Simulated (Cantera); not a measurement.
A perfectly stirred reactor is fed with CO : H₂ : CH₄ : O₂ : N₂ = 1 : 0.25 : 0.15 : 1.4 : 5.27 (molar parts), at 14.0 bar; it is adiabatic with a 400 K inlet, and is followed from long to short residence time, starting on the burning branch (τ in s: 0.049, 0.02, 0.0083, 0.0034, 0.0014, 0.00057, 0.00024, 9.7e-05, 4e-05).

Model: GRI-Mech 3.0 (53 species, 325 reactions), integrated in Cantera. The pressure lies above the range GRI-Mech 3.0 was tuned for (to about 10 atm).

One state of this run: T (K) = 2031; x CO = 0.00305; x H₂ = 0.000177; x CH₄ = 1.08e-5; x NO = 6.56e-5; x H = 3.22e-5. x: mole fraction; the columns are a selection and need not sum to one.

Problem. Which value of τ (s) does it belong to?
(A) 0.049
(B) 0.0034
(C) 0.0083
(D) 0.0014

Solution. D, 0.0014
